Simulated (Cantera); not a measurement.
An isothermal, constant-pressure homogeneous reactor starts with 0.601 % CH4, 0.887 % O2, 98.5 % N2, at 1025 K and 7500 Torr.

Computed with Cantera and GRI-Mech 3.0 (53 species, 325 reactions).

Problem. Predict: x(CH4) at 3.00 s; x(O2) at 3.00 s; x(HO2) at 3.00 s; x(H2) at 3.00 s; x(CH2CO) at 3.00 s.

Solution. 
```json
{
 "x(CH4) at 3.00 s": "0.000430 (gas-phase equilibrium 4.04e-8)",
 "x(O2) at 3.00 s": "0.000184 (gas-phase equilibrium <1e-12)",
 "x(HO2) at 3.00 s": "1.51e-7 (gas-phase equilibrium <1e-12)",
 "x(H2) at 3.00 s": "0.00115 (gas-phase equilibrium 0.00442)",
 "x(CH2CO) at 3.00 s": "1.48e-6 (gas-phase equilibrium <1e-12)"
}
```
